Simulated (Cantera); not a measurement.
## Thermodynamics of nitride etching, feed BN + HF + H2 + NF3

A closed system holds: 1 mol BN, 33 mol HF, 0.86 mol H2, 18 mol NF3, at 798.15 K.

Method: chemical equilibrium by Gibbs-energy minimisation in Cantera with the NASA 1993 tables (ideal gas, pure condensed phases). Candidate condensed phases: B, BN; 31 gas species. Rates play no part.

```
P (Pa)   x HF      x F    x F2     x NF3    x N2   x BF3
------  -----  -------  ------  --------  ------  ------
1       0.380    0.471  0.0340   4.29e-7   0.104  0.0109
3.60    0.399    0.395  0.0858   6.35e-6   0.109  0.0115
13      0.426    0.284   0.161   6.06e-5   0.117  0.0123
46      0.452    0.181   0.230  0.000379   0.124  0.0130
170     0.472    0.104   0.280   0.00192   0.128  0.0136
600     0.487   0.0576   0.305   0.00771   0.129  0.0140
2200    0.503   0.0299   0.301    0.0272   0.124  0.0145
7700    0.529   0.0149   0.260    0.0717   0.109  0.0152
28000   0.565  0.00661   0.187     0.140  0.0845  0.0163
100000  0.598  0.00274   0.115     0.205  0.0611  0.0172
```
x: gas mole fraction; nothing condenses.

From 0.00750 Torr to 750 Torr nothing is condensed. The main B-bearing gas is BF3 throughout.
